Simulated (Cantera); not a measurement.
Charge: 1 mol Si3H8, 2.6 mol HCl, 750 mol H2, 0.038 mol Cl2, equilibrated at 3.10 mbar.

Equilibrium computed with Cantera from the NASA thermochemical tables; the gas is ideal and each condensed phase is pure. Candidate condensed phases: Si; 19 gas species. The feed counts by its element totals alone. Kinetics and transport are ignored.

Question: At 1077 °C, list the 4 most abundant gas species with their mole fractions, and the condensed phases.

Answer: H2 0.996, HCl 0.00347, H 4.27e-5, SiCl2 3.39e-5. Condensed: Si(s).
